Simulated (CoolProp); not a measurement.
Water along the isotherm 335 K: Z from the reference equation and from simpler models built on Tc = 647.1 K, pc = 22.06 MPa, ω = 0.344; each cubic takes its own stable root.

Values from CoolProp's reference Helmholtz-energy equation of state, Wagner 2002.

```csv
p (MPa),phase,reference
0.105,liquid,0.0006914
0.177,liquid,0.001165
0.298,liquid,0.001962
0.503,liquid,0.003312
0.849,liquid,0.005589
1.43,liquid,0.009411
2.42,liquid,0.01592
4.08,liquid,0.02682
6.89,liquid,0.04523
11.6,liquid,0.07600
19.6,liquid,0.1280
33.1,liquid,0.2149
```

**Question.** How far does each simpler model (van der Waals, Redlich-Kwong, Peng-Robinson) lie from the reference over these 12 states: mean and median of the absolute difference, and the worst?

**Answer.** 
- van der Waals: mean 25694.8 %, median 104.8 %, worst +143608.4 % at 335 K and 0.105 MPa
- Redlich-Kwong: mean 38.2 %, median 38.2 %, worst +38.6 % at 335 K and 33.1 MPa
- Peng-Robinson: mean 19.0 %, median 18.9 %, worst +19.9 % at 335 K and 33.1 MPa

At some of these states van der Waals gives the other phase, because its saturation line lies elsewhere.
